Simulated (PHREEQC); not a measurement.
Dissolve 0.023 mol NH3 and 3.2e-05 mol H4SiO4 per kg of water at 10 °C. Closed to the air; pH follows from the charge balance.

Computed with PHREEQC (ion-association model, phreeqc.dat).

This is a speciation only: nothing precipitates in the calculation.

### Question
Predict the pH, ionic strength.

### Answer
pH 11.29; ionic strength 0.000627 mol/kgw.

### Question
In which forms is Si present?

### Answer
H3SiO4- 94 %, H4SiO4 5.6 % of the Si.

At this temperature some constants are extrapolated from 25 °C, and those without enthalpy data are left unchanged.
